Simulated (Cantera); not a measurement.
What does this Cantera script print?

```python
import numpy as np
import cantera as ct

gas = ct.Solution("gri30.yaml")
gas.TPX = 1550, 100000, {'CH4': 0.0067, 'O2': 0.024, 'N2': 1}
reactor = ct.IdealGasConstPressureReactor(gas, energy="off", clone=False)
net = ct.ReactorNet([reactor])
net.rtol, net.atol = 1e-08, 1e-18
show = ['CH4', 'O2', 'HCO', 'C2H4', 'N2O']
times = np.geomspace(0.0003, 90, 9)

steps = ct.SolutionArray(gas, extra=["t"])
rows = []
print(f"{'t/s':>10s}{'T/K':>9s}{'P/Pa':>11s}" + "".join(f"{s:>11s}" for s in show))
for t in times:
    while net.time < t:
        t_next = net.step()
        steps.append(gas.state, t=t_next)
    rows.append([np.interp(t, steps.t, y) for y in (steps.T, steps.P, *steps(*show).X.T)])
    print(f"{t:10.3e}{rows[-1][0]:9.1f}{rows[-1][1]:11.4g}" + "".join(f"{x:11.3e}" for x in rows[-1][2:]))
rate = np.gradient(steps.T, steps.t)
print("integrator steps:", len(steps.t))
if steps.T.max() > steps.T[0] + 200:
    print(f"time of steepest temperature rise: {steps.t[rate.argmax()]:.4e} s")
gas.TPX = 1550, 100000, {'CH4': 0.0067, 'O2': 0.024, 'N2': 1}
gas.equilibrate("TP")
print(f"equilibrium (TP): T = {gas.T:.1f} K  " + "  ".join(f"{s} {gas[s].X[0]:.3e}" for s in show))
```

Output:

```
       t/s      T/K       P/Pa        CH4         O2        HCO       C2H4        N2O
 3.000e-04   1550.0      1e+05  6.494e-03  2.328e-02  9.082e-12  8.434e-09  4.255e-11
 1.451e-03   1550.0      1e+05  6.414e-03  2.325e-02  1.222e-09  2.428e-06  4.500e-10
 7.021e-03   1550.0      1e+05 -4.369e-22  1.032e-02  2.381e-11  1.385e-26  3.920e-07
 3.397e-02   1550.0      1e+05  5.798e-20  1.027e-02  3.315e-15  1.415e-31  3.268e-07
 1.643e-01   1550.0      1e+05 -9.321e-19  1.028e-02  3.210e-17 -4.800e-29  3.463e-08
 7.949e-01   1550.0      1e+05  8.419e-24  1.028e-02  1.875e-17  4.499e-35  2.560e-08
 3.846e+00   1550.0      1e+05  1.464e-29  1.028e-02  1.875e-17  4.414e-41  2.560e-08
 1.860e+01   1550.0      1e+05  7.612e-30  1.028e-02  1.875e-17 -1.073e-42  2.559e-08
 9.000e+01   1550.0      1e+05  7.729e-30  1.028e-02  1.875e-17  5.447e-46  2.559e-08
integrator steps: 2221
equilibrium (TP): T = 1550.0 K  CH4 1.271e-29  O2 1.009e-02  HCO 1.901e-17  C2H4 5.018e-46  N2O 2.541e-08
```

Model: GRI-Mech 3.0 (53 species, 325 reactions), integrated in Cantera.
